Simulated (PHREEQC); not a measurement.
Solution (15 °C): 0.0013 mol/kgw CuSO4, 0.0028 mol/kgw HNO3 and 0.011 mol/kgw FeCl3. It is in equilibrium with CO2 at log p = -3.5 (atm). Otherwise closed; pH follows from the charge balance.

Equilibrium calculation in PHREEQC: ion-association model, wateq4f.dat.

No solid was allowed to form.

Q: Order these S species by the share of S that they hold, largest first: CuSO4, FeHSO4+2, FeSO4+, HSO4-, SO4-2.

A: FeSO4+ (79 %), SO4-2 (14 %), HSO4- (3.3 %), FeHSO4+2 (2.1 %), CuSO4 (0.71 %)

The pH is 2.28 and the ionic strength 0.0591 mol/kgw. Examples of supersaturated solids here: Hematite (slow to form), Goethite (slow to form). Others may be too. Species that the database lacks are ignored.
